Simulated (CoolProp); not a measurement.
Vapour-liquid equilibrium of ethylbenzene (1) + n-nonane (2) at 0.0832 bar; x and y are mole fractions of (1).

Computed with CoolProp (multi-fluid Helmholtz-energy mixture model, Zhou 2012 and Lemmon 2006; pair parameters Bell 2016).

Problem. Give the bubble temperature and the first vapour's composition at x = 0.25, 0.75, 0.95. Is there an azeotrope?

Solution. x = 0.25: 70.5 °C, y = 0.411; x = 0.75: 64.3 °C, y = 0.824; x = 0.95: 62.9 °C, y = 0.961. No azeotrope shows between x = 0.05 and 0.95.

The pair parameters rest on a limited set of measurements; away from them the model extrapolates.
